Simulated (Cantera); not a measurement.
Feed: 1 mol CCl4, 1.5 mol F2, 0.7 mol H2, at 7.50 Torr.

Method: chemical equilibrium by Gibbs-energy minimisation in Cantera with the NASA 1993 tables (ideal gas, pure condensed phases). Candidate condensed phases: C, C6H6, C7H8, C8H18; 135 gas species. Ions and electrons are included (thermal ionisation). The numbers say what is thermodynamically allowed, not how fast it happens.

### Question
Which condensed phases are stable at each of these points (T (K)): 2500, 2750, 3000, 3250, 3500, 3750, 4000, 4250, 4500, 4750, 5000?

### Answer
```tsv
T (K)	condensed phases	C condensed (%)
2500	C(graphite)	74.3
2750	C(graphite)	80.1
3000	C(graphite)	0.5
3250	gas only	0.0
3500	gas only	0.0
3750	gas only	0.0
4000	gas only	0.0
4250	gas only	0.0
4500	gas only	0.0
4750	gas only	0.0
5000	gas only	0.0
```

From 2500 K to 3000 K the condensed part is C(graphite). From 3250 K to 5000 K nothing is condensed.
